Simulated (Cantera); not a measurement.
**Premixed flame**

A freely propagating, adiabatic, planar premixed flame of 4.41 % CH₄, 0.529 % C₂H₆, 3.22 % C₃H₈, 17.8 % O₂, 67.0 % N₂, 7.05 % H₂O, unburnt at 673 K and 100.0 Torr; mixture-averaged transport, grid criteria slope 0.08 and curve 0.16, no radiation.

Model: GRI-Mech 3.0 (53 species, 325 reactions), integrated in Cantera. GRI-Mech 3.0 was tuned for natural gas; its chemistry of propane as a main component is partial and can be far from experiment. Burning velocities carry a grid error of a few per cent, more on coarse grids.

```json
[
 {"z (mm)": "-7.37", "T (K)": "673", "u (m/s)": "1.33", "x CH₄": "0.0439", "x C₂H₆": "0.00527", "x C₃H₈": "0.0321", "x NO": "<1e-8", "x HO₂": "9.12e-8", "x NO₂": "<1e-8"},
 {"z (mm)": "-4.91", "T (K)": "676", "u (m/s)": "1.34", "x CH₄": "0.0435", "x C₂H₆": "0.00524", "x C₃H₈": "0.0319", "x NO": "<1e-8", "x HO₂": "1.17e-6", "x NO₂": "<1e-8"},
 {"z (mm)": "-3.68", "T (K)": "686", "u (m/s)": "1.37", "x CH₄": "0.0429", "x C₂H₆": "0.00521", "x C₃H₈": "0.0316", "x NO": "4.08e-8", "x HO₂": "5.20e-6", "x NO₂": "<1e-8"},
 {"z (mm)": "-2.46", "T (K)": "753", "u (m/s)": "1.53", "x CH₄": "0.0405", "x C₂H₆": "0.00526", "x C₃H₈": "0.0305", "x NO": "2.95e-7", "x HO₂": "1.89e-5", "x NO₂": "1.52e-8"},
 {"z (mm)": "-1.23", "T (K)": "1098", "u (m/s)": "2.32", "x CH₄": "0.0309", "x C₂H₆": "0.00548", "x C₃H₈": "0.0192", "x NO": "2.11e-6", "x HO₂": "6.44e-5", "x NO₂": "2.07e-8"},
 {"z (mm)": "-0.614", "T (K)": "1432", "u (m/s)": "3.13", "x CH₄": "0.0202", "x C₂H₆": "0.00287", "x C₃H₈": "0.00482", "x NO": "4.77e-6", "x HO₂": "0.000131", "x NO₂": "1.17e-8"},
 {"z (mm)": "0", "T (K)": "1740", "u (m/s)": "3.88", "x CH₄": "0.00786", "x C₂H₆": "0.000265", "x C₃H₈": "0.000107", "x NO": "9.98e-6", "x HO₂": "5.84e-5", "x NO₂": "<1e-8"},
 {"z (mm)": "0.614", "T (K)": "1912", "u (m/s)": "4.29", "x CH₄": "0.00178", "x C₂H₆": "5.41e-6", "x C₃H₈": "1.59e-7", "x NO": "1.88e-5", "x HO₂": "8.92e-6", "x NO₂": "<1e-8"},
 {"z (mm)": "1.23", "T (K)": "1981", "u (m/s)": "4.44", "x CH₄": "0.000334", "x C₂H₆": "1.42e-7", "x C₃H₈": "<1e-8", "x NO": "2.92e-5", "x HO₂": "1.19e-6", "x NO₂": "<1e-8"},
 {"z (mm)": "2.46", "T (K)": "2014", "u (m/s)": "4.51", "x CH₄": "1.66e-5", "x C₂H₆": "<1e-8", "x C₃H₈": "<1e-8", "x NO": "4.56e-5", "x HO₂": "1.07e-7", "x NO₂": "<1e-8"},
 {"z (mm)": "4.91", "T (K)": "2023", "u (m/s)": "4.51", "x CH₄": "2.39e-7", "x C₂H₆": "<1e-8", "x C₃H₈": "<1e-8", "x NO": "6.16e-5", "x HO₂": "4.94e-8", "x NO₂": "<1e-8"},
 {"z (mm)": "9.82", "T (K)": "2029", "u (m/s)": "4.52", "x CH₄": "<1e-8", "x C₂H₆": "<1e-8", "x C₃H₈": "<1e-8", "x NO": "7.13e-5", "x HO₂": "4.43e-8", "x NO₂": "<1e-8"},
 {"z (mm)": "19.6", "T (K)": "2037", "u (m/s)": "4.54", "x CH₄": "<1e-8", "x C₂H₆": "<1e-8", "x C₃H₈": "<1e-8", "x NO": "7.46e-5", "x HO₂": "3.94e-8", "x NO₂": "<1e-8"}
]
```
x: mole fraction of selected species; z is measured from the peak of heat release.

```yaml
laminar_burning_velocity: 132 cm/s
thermal_thickness: 2.46 mm
peak x(HO₂): 0.000131
grid_points: 142
```
